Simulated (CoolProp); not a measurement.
Fluoroethane (R161) along the isobar 5000 kPa: Z from the reference equation and from simpler models built on Tc = 102.1 °C, pc = 5010 kPa, ω = 0.216; each cubic takes its own stable root.

Computed with CoolProp (reference Helmholtz-energy equation of state, Wu 2012).

| T (°C) | phase | reference | Soave-Redlich-Kwong | Peng-Robinson |
|---|---|---|---|---|
| 54.95 | liquid | 0.1341 | 0.1642 | 0.1453 |
| 72.35 | liquid | 0.1379 | 0.1734 | 0.1538 |
| 89.75 | liquid | 0.1489 | 0.1964 | 0.1755 |
| 107.15 | gas | 0.4867 | 0.5124 | 0.4838 |
| 124.65 | gas | 0.6329 | 0.6486 | 0.6200 |
| 142.05 | gas | 0.7071 | 0.7217 | 0.6938 |
| 159.45 | gas | 0.7575 | 0.7728 | 0.7458 |
| 176.85 | gas | 0.7951 | 0.8117 | 0.7856 |
